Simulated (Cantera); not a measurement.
Input: 1 mol Si₃H₈, 0.6 mol HCl, 11 mol N₂, held at 1673 K.

These are equilibrium values from Cantera (NASA tables, ideal gas, pure condensed phases), not measurements of a reactor. Candidate condensed phases: NH₄Cl, Si, Si₃N₄; 28 gas species. The feed counts by its element totals alone. Kinetics and transport are ignored.

Q: What share of the Si ends up in condensed phases as a function of P (Pa), at 100, 460, 2100, 9600, 44000, 200000?

A: 
```
P (Pa)  Si condensed (%)        as
------  ----------------  --------
100                 95.8     Si(s)
460                 97.3  Si₃N₄(s)
2100                98.6  Si₃N₄(s)
9600                99.4  Si₃N₄(s)
44000               99.8  Si₃N₄(s)
200000              99.9  Si₃N₄(s)
```
